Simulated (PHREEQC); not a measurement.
Make-up at 20 °C: 0.0037 mol H3BO3, 0.00037 mol NaOH and 0.00058 mol NaCl per kg of water. Closed to the air; pH follows from the charge balance.

Model: ion-association model, phreeqc.dat, run in PHREEQC.

```
quantity                    before     after
------------------------  --------  --------
pH                            8.31      3.08
ionic strength (mol/kgw)  0.000950   0.00554
H3BO3 (mol/kgw)            0.00333  0.000996
H2BO3- (mol/kgw)          0.000369  6.83e-10
SI of Halite (NaCl)          -7.85     -7.89
```

Task: Which change was made?
A) NaOH replaced by Na2B4O7 at the same molality
B) H3BO3 from 0.0037 to 0.00555 mol/kgw
C) 0.0032 mol/kgw H3PO4 added
D) H3BO3 replaced by NH4BF4 at the same molality

Result: D, H3BO3 replaced by NH4BF4 at the same molality

Precipitation was switched off in this run. Real BF4- forms and hydrolyses slowly; the run takes it at equilibrium.
